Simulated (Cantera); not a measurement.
Charge: 1 mol SiC, 0.0012 mol O₂, 31 mol H₂, held at 1275 °C and 150 Pa.

These are equilibrium values from Cantera (NASA tables, ideal gas, pure condensed phases), not measurements of a reactor. Candidate condensed phases: C, C₆H₆, C₇H₈, C₈H₁₈, H₂O, Si, SiC, SiO₂; 123 gas species. The numbers say what is thermodynamically allowed, not how fast it happens.

Base state: H₂ 0.999, H 0.000796, CO 4.08e-5, SiO 3.66e-5 (mole fractions); condensed: SiC(s).

**Question.** What changes in the equilibrium state with this change: temperature from 1275 °C to 1852 °C?

**Answer.** 
```csv
species,before,after
H₂,0.999,0.898
H,0.000796,0.0889
Si,3.61e-6,0.00980
SiC₂,<1e-9,0.000701
Si₂C,7.92e-9,0.000440
C₂H₂ (acetylene),4.17e-8,0.00151
Si₂,1.09e-9,1.14e-5
"SiC(s), mol",0.999,0.619
"C(graphite), mol",0,0.219
```
Gases not in the tables: Si₂H₆ and higher silanes.
